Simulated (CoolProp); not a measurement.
Vapour-liquid equilibrium of propane (1) + n-perfluorobutane (2) at 0.912 MPa; x and y are mole fractions of (1).

Computed with CoolProp (multi-fluid Helmholtz-energy mixture model, Lemmon 2009 and Gao 2022; pair parameters Bell 2016).

```json
[
 {"x": "0.05", "bubble temperature, mixture model (K)": "334.9", "bubble temperature, Raoult's law (K)": "339.2", "y, mixture model": "0.175", "y, Raoult's law": "0.131"},
 {"x": "0.15", "bubble temperature, mixture model (K)": "321.6", "bubble temperature, Raoult's law (K)": "332.4", "y, mixture model": "0.432", "y, Raoult's law": "0.343"},
 {"x": "0.25", "bubble temperature, mixture model (K)": "312.5", "bubble temperature, Raoult's law (K)": "326.3", "y, mixture model": "0.582", "y, Raoult's law": "0.503"},
 {"x": "0.35", "bubble temperature, mixture model (K)": "306.8", "bubble temperature, Raoult's law (K)": "321.0", "y, mixture model": "0.667", "y, Raoult's law": "0.627"},
 {"x": "0.45", "bubble temperature, mixture model (K)": "303.3", "bubble temperature, Raoult's law (K)": "316.1", "y, mixture model": "0.721", "y, Raoult's law": "0.724"},
 {"x": "0.55", "bubble temperature, mixture model (K)": "300.9", "bubble temperature, Raoult's law (K)": "311.8", "y, mixture model": "0.761", "y, Raoult's law": "0.800"},
 {"x": "0.65", "bubble temperature, mixture model (K)": "299.2", "bubble temperature, Raoult's law (K)": "307.8", "y, mixture model": "0.796", "y, Raoult's law": "0.862"},
 {"x": "0.75", "bubble temperature, mixture model (K)": "297.8", "bubble temperature, Raoult's law (K)": "304.2", "y, mixture model": "0.833", "y, Raoult's law": "0.911"},
 {"x": "0.85", "bubble temperature, mixture model (K)": "296.8", "bubble temperature, Raoult's law (K)": "300.9", "y, mixture model": "0.881", "y, Raoult's law": "0.952"},
 {"x": "0.95", "bubble temperature, mixture model (K)": "296.3", "bubble temperature, Raoult's law (K)": "297.9", "y, mixture model": "0.950", "y, Raoult's law": "0.985"}
]
```

The largest gap from Raoult's law is -14.2 K in bubble temperature, at x = 0.35. No azeotrope shows between x = 0.05 and 0.95.

Pair parameters are fitted to limited data, so mixtures are less certain than the pure fluids.
